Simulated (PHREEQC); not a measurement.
A column of 0.5 m (30 cells, dispersivity 0.025 m, 300 s a shift, diffusion coefficient 3e-10 m²/s) holds 0.0097 eq of the database's cation exchanger X per kg of pore water, first in equilibrium with 0.0037 mol/kgw LiCl, 0.0055 mol/kgw Na2SO4, 0.031 mol/kgw ZnSO4 and 1e-05 mol/kgw HCl. It is flushed with 6.3 mmol/kgw CaCl2 and 0.01 mmol/kgw HCl, at 40 °C. Values are for the last cell. CO2 from the air is kept out. Precipitation was switched off in this run.

Base run: PHREEQC, ion-association model, phreeqc.dat. Each further column changes one thing. The table gives Ca in solution (mol/kgw).

| pore volumes | base | exchange capacity from 0.0097 to 0.0049 eq/kgw | dispersivity from 0.025 to 0.05 m |
|---|---|---|---|
| 0 | 0 | 0 | 0 |
| 0.55 | 3.93e-5 | 9.37e-5 | 0.000232 |
| 1.083 | 0.00114 | 0.00221 | 0.00178 |
| 1.483 | 0.00218 | 0.00378 | 0.00277 |
| 2.017 | 0.00414 | 0.00544 | 0.00403 |
| 2.55 | 0.00555 | 0.00611 | 0.00509 |
| 2.95 | 0.00600 | 0.00625 | 0.00561 |
| 3.483 | 0.00622 | 0.00629 | 0.00600 |
| 4.017 | 0.00628 | 0.00630 | 0.00617 |

At this temperature some constants are extrapolated from 25 °C, and those without enthalpy data are left unchanged.
